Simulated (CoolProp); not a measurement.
A single-stage vapour-compression cycle with the fluid: evaporating at 214.15 K (dew point), condensing at 275.15 K (bubble point), superheat 10 K, subcooling 0 K, compressor efficiency 0.6, no pressure losses. The same conditions are run with several fluids, on thermodynamics alone (safety and materials aside).

Computed with CoolProp (reference Helmholtz-energy equation of state of each fluid (ammonia: Gao 2020; R143a: Lemmon and Jacobsen 2000; R22: Kamei 1995; R134a: Tillner-Roth 1994; hydrogen chloride: Thol 2018)).

Q: Rank ammonia, R143a, R22, R134a, hydrogen chloride by cooling COP, highest first.

A: R134a (1.63), R22 (1.62), R143a (1.57), ammonia (1.52), hydrogen chloride (1.44)

| fluid | pressure ratio | discharge temperature (K) | refrigerating effect (kJ/kg) | volumetric capacity (kJ/m³) |
|---|---|---|---|---|
| ammonia | 19.8 | 568.3 | 1190 | 255 |
| R143a | 11.8 | 342.7 | 158 | 410 |
| R22 | 13.4 | 397.8 | 182 | 341 |
| R134a | 18.5 | 353.2 | 166 | 156 |
| hydrogen chloride | 7.49 | 497.6 | 312 | 2360 |
